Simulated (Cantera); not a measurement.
An isothermal, constant-pressure homogeneous reactor starts with N₂O = 1 (molar parts), at 1550 K and 0.110 bar.

Detailed kinetics in Cantera: GRI-Mech 3.0 (53 species, 325 reactions). GRI-Mech 3.0 was tuned for natural gas; its chemistry of N2O as a main component is partial and can be far from experiment. The temperature is held fixed by assumption; the heat of reaction is taken as removed at once.

x: mole fraction; the columns are a selection and need not sum to one.

| t (s) | x N₂O | x NO | x N₂ | x NO₂ | x O₂ |
|---|---|---|---|---|---|
| 2.00e-6 | 1.000 | 2.92e-7 | 1.16e-5 | <1e-12 | 3.88e-7 |
| 8.53e-6 | 1.000 | 4.79e-6 | 5.40e-5 | 1.05e-12 | 6.36e-6 |
| 3.64e-5 | 0.999 | 5.95e-5 | 0.000282 | 1.61e-10 | 7.89e-5 |
| 0.000155 | 0.998 | 0.000412 | 0.00141 | ? | 0.000547 |
| 0.000663 | 0.989 | 0.00195 | 0.00626 | ? | 0.00259 |
| 0.00283 | 0.954 | 0.00832 | 0.0263 | ? | 0.0110 |
| 0.0121 | 0.822 | 0.0323 | 0.102 | ? | 0.0430 |
| 0.0515 | 0.463 | 0.0975 | 0.309 | ? | 0.130 |
| 0.220 | 0.0645 | 0.167 | 0.540 | ? | 0.228 |
| 0.937 | 0.000332 | 0.174 | 0.579 | 0.000273 | 0.246 |
| 4.00 | 9.28e-6 | 0.174 | 0.580 | 0.000287 | 0.246 |

**Question.** Complete the blanks.

**Answer.** 
- 0.000155, x NO₂: 7.60e-9
- 0.000663, x NO₂: 1.60e-7
- 0.00283, x NO₂: 2.29e-6
- 0.0121, x NO₂: 1.79e-5
- 0.0515, x NO₂: 6.95e-5
- 0.220, x NO₂: 0.000139
